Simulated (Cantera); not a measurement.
Input: 1 mol Si3N4, 0.089 mol H2, held at 1.33 mbar.

Cantera equilibrium calculation (NASA polynomials, part measured and part estimated; ideal gas, pure solids and liquids). Candidate condensed phases: Si, Si3N4; 18 gas species. The tables' values for SiN are old estimates; treat these amounts as uncertain. Rates play no part. All values below are at 2250 K.

Base state: N2 0.509, Si 0.444, H 0.0218, H2 0.0115, Si2 0.00783, Si2N 0.00188, SiN 0.00177, Si3 0.00150 (mole fractions); condensed: Si(l).

Question: What changes in the equilibrium state with this change: H2 from 0.089 to 0.01 mol?

Answer: 
| species | before | after |
|---|---|---|
| N2 | 0.509 | 0.538 |
| Si | 0.444 | 0.444 |
| Si2 | 0.00783 | 0.00783 |
| H | 0.0218 | 0.00434 |
| H2 | 0.0115 | 0.000456 |
| SiH | 0.000699 | 0.000139 |
| Si2N | 0.00188 | 0.00194 |
| SiN | 0.00177 | 0.00182 |
| Si3 | 0.00150 | 0.00150 |
| Si(l), mol | 1.16 | 1.26 |
